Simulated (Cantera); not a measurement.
# SiCl₄ + NO + H₂ (silicon oxide and oxynitride deposition)

Input: 1 mol SiCl₄, 7 mol NO, 23 mol H₂, at 1150 K and 100000 Pa.

Equilibrium computed with Cantera from the NASA thermochemical tables; the gas is ideal and each condensed phase is pure. Candidate condensed phases: H₂O, NH₄Cl, Si, SiO₂, Si₂N₂O, Si₃N₄; 47 gas species. The tables hold silica as quartz up to 1696 K and as liquid above; real silica turns to tridymite and cristobalite and melts near 1996 K. Rates play no part.

- x(H₂) = 0.561
- x(H₂O) = 0.175
- x(HCl) = 0.140
- x(N₂) = 0.123
- x(NH₃) = 3.59e-5
- n(SiO₂(β-quartz)) = 1.00 mol
- gas amount = 28.50 mol
- log10 activity of Si(s) (absent) = -14.23
